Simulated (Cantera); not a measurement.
An isothermal, constant-pressure homogeneous reactor starts with 3.84 % CH4, 95.9 % H2, 0.240 % CO2, at 1950 K and 0.0267 bar.

Cantera simulation using GRI-Mech 3.0 (53 species, 325 reactions); the numbers are that mechanism's predictions, not measurements. GRI-Mech 3.0 stops at C3 and has no aromatics, soot or wall deposition, so with more carbon than oxygen in the feed, carbon stays in small species such as C2H2 where larger ones or solid carbon would form. Radical loss at walls, strong at low pressure, is not modelled.

One state of this run: x CH4 = 0.0375; x H2 = 0.958; x CO2 = 0.00234; x HCO = 5.62e-10; x CO = 6.06e-5; x CH2O = 2.83e-8. x: mole fraction; the columns are a selection and need not sum to one.

Which value of t (s) does it belong to?
(A) 0.00158
(B) 0.100
(C) 100
(D) 0.398

A, 0.00158
